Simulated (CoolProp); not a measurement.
Saturation properties of c-C4F8 (RC318).

Values from CoolProp's reference Helmholtz-energy equation of state, Platzer 1990. This equation is an older, rougher fit; its heat capacities, sound speeds and derivatives of the liquid may be far off and weren't checked against measurements.

```csv
T (°C),p (bar),vapour density (kg/m³),enthalpy of vaporisation (kJ/kg)
-3.65,1.114,10.44,115.9
4.85,1.554,14.30,112.7
13.35,2.116,19.22,109.2
21.85,2.822,25.39,105.6
30.35,3.695,33.05,101.8
38.85,4.758,42.51,97.69
47.35,6.035,54.14,93.27
55.75,7.534,68.25,88.55
64.25,9.317,85.83,83.31
72.75,11.40,107.7,77.50
```

It boils at -6.0 °C under 1 atm.
